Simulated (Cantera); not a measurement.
Cantera run:

```python
import numpy as np
import cantera as ct

gas_names = """
    H H2 Si SiH SiH2 SiH3 SiH4 Si2 Si3
""".split()
cond_names = """
    Si(cr) Si(L)
""".split()


def load(file, names, dense=False):
    # The tables refer to 1 bar. Condensed volumes are neglected.
    table = {s.name: s for s in ct.Species.list_from_file(file)}
    out = []
    for n in names:
        d = dict(table[n].input_data)
        d["thermo"] = dict(d["thermo"], **{"reference-pressure": 1e5})
        if dense:
            d["equation-of-state"] = {"model": "constant-volume", "density": "1e6 g/cm^3"}
        out.append(ct.Species.from_dict(d))
    return out


gas = ct.Solution(thermo="ideal-gas", species=load("nasa_gas.yaml", gas_names))
cond = {s.name: ct.Solution(thermo="fixed-stoichiometry", species=[s], name=s.name)
        for s in load("nasa_condensed.yaml", cond_names, dense=True)}
atoms = {
    'Si': {'Si': 1},
    'H2': {'H': 2},
}
top_T = {}  # K; cautious upper limits of use, not melting points


def equilibrate(T, P, feed):
    n = {}
    for name, mol in feed.items():
        for a, k in atoms[name].items():
            n[a] = n.get(a, 0.0) + k * mol
    gas.TPX = T, P, n
    mass = sum(n.values()) * gas.mean_molecular_weight
    gas.equilibrate("TP")
    valid = [c for c in cond.values() if c.min_temp <= T <= top_T.get(c.name, c.max_temp)]
    mix = ct.Mixture([(gas, mass / gas.mean_molecular_weight)] + [(c, 0.0) for c in valid])
    mix.T, mix.P = T, P
    mix.equilibrate("TP", solver="vcs", rtol=1e-11, max_steps=5000)
    return mix


results = []
feed = {'Si': 1, 'H2': 8.2}  # mol
T = 850  # K
P = 100000  # Pa
mix = equilibrate(T, P, feed)
results.append((T, P, feed, dict(zip(mix.species_names, mix.species_moles))))
print(gas.report(threshold=1e-06))
for i in range(1, mix.n_phases):
    print(f"{mix.phase(i).name:16s} {mix.phase_moles(i):12.5e} mol")
```

Result:

```
       temperature   850 K
          pressure   1e+05 Pa
           density   0.028526 kg/m^3
  mean mol. weight   2.016 kg/kmol
   phase of matter   gas

                          1 kg             1 kmol
                     ---------------   ---------------
          enthalpy        8.0272e+06        1.6183e+07  J
   internal energy        4.5216e+06        9.1156e+06  J
           entropy             80038        1.6136e+05  J/K
    Gibbs function       -6.0005e+07       -1.2097e+08  J
 heat capacity c_p             14779             29795  J/K
 heat capacity c_v             10655             21480  J/K

                      mass frac. Y      mole frac. X     chem. pot. / RT
                     ---------------   ---------------   ---------------
                H2                 1                 1           -17.117
     [   +8 minor]        4.0061e-06        2.5148e-07

Si(cr)            9.99998e-01 mol
```

These are equilibrium values from Cantera (NASA tables, ideal gas, pure condensed phases), not measurements of a reactor.
